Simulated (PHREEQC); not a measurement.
Solution (25 °C): 0.085 mol Na2SO4 per kg of water. Closed to the air; pH follows from the charge balance.

All values are PHREEQC results (ion-association model, wateq4f.dat), not measurements.

The ionic strength is 0.225 mol/kgw.

```csv
species,molality,activity,log γ
Na+,0.155,0.114,-0.132
SO4-2,0.0698,0.0196,-0.553
NaSO4-,0.0152,0.0112,-0.131
OH-,2.36e-7,1.65e-7,-0.156
HSO4-,1.60e-7,1.15e-7,-0.142
H+,7.63e-8,6.05e-8,-0.101
```

Precipitation was switched off in this run.
